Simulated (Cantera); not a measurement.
What does this Cantera script print?

```python
import numpy as np
import cantera as ct

gas_names = """
    B BH BH2 BH3 BO BO2 B2 B2O B2O2 B2O3 B3O3H3 H HBO HBO2 HO2 H2 H2O H2O2 H3B3O6 O OH O2 O3
""".split()
cond_names = """
    B(b) B(L) B2O3(L) B3O3H3(cr) H2O(s) H2O(L)
""".split()


# ... load() reads the species with a 1 bar reference pressure and builds the phases ...
atoms = {
    'B2O3': {'B': 2, 'O': 3},
    'O2': {'O': 2},
    'H2': {'H': 2},
}
top_T = {}  # K; cautious upper limits of use, not melting points


# ... equilibrate(T, P, feed) seeds the gas with the atoms and calls Mixture.equilibrate('TP', solver="vcs", rtol=1e-11, max_steps=5000) ...
results = []
feed = {'B2O3': 1, 'O2': 0.082, 'H2': 120}  # mol
P = 100000  # Pa
for T in [948, 1048, 1148, 1248, 1348, 1448, 1548, 1648, 1748, 1848]:
    mix = equilibrate(T, P, feed)
    results.append((T, P, feed, dict(zip(mix.species_names, mix.species_moles))))

top = {s: max(r[3][s] / sum(r[3][g] for g in gas_names) for r in results) for s in gas_names}
cols = sorted((s for s in top if top[s] > 0.001), key=lambda s: -top[s])[:7]
seen = [c for c in cond_names if any(r[3].get(c, 0) > 1e-12 for r in results)]
print("log10 of partial pressures in bar; condensed amounts in mol")
print(f"{'T/K':>10s}" + "".join(f"{s[:9]:>10s}" for s in cols + seen))
for T, P, feed, n in results:
    ng = sum(n[g] for g in gas_names)
    print(f"{T:10.4g}" + "".join(f"{np.log10(max(n[s] / ng * P / 1e5, 1e-99)):10.3f}" for s in cols)
          + "".join(f"{n.get(c, 0):10.4g}" for c in seen))
```

It prints:

```
log10 of partial pressures in bar; condensed amounts in mol
       T/K        H2       HBO      HBO2       H2O      B2O3   B2O3(L)
       948    -0.001    -9.284    -6.515    -2.865   -12.618    0.9996
      1048    -0.001    -7.750    -5.598    -2.865   -10.524    0.9996
      1148    -0.001    -6.492    -4.851    -2.867    -8.810     0.999
      1248    -0.001    -5.440    -4.232    -2.873    -7.382    0.9961
      1348    -0.001    -4.545    -3.716    -2.891    -6.175    0.9865
      1448    -0.001    -3.771    -3.284    -2.922    -5.143    0.9569
      1548    -0.001    -3.108    -2.905    -2.936    -4.251    0.8682
      1648    -0.003    -2.569    -2.536    -2.870    -3.473    0.6102
      1748    -0.007    -2.168    -2.199    -2.728    -2.847         0
      1848    -0.008    -2.118    -2.222    -2.616    -2.922         0
```

These are equilibrium values from Cantera (NASA tables, ideal gas, pure condensed phases), not measurements of a reactor. Gases not in the tables: H3BO3.
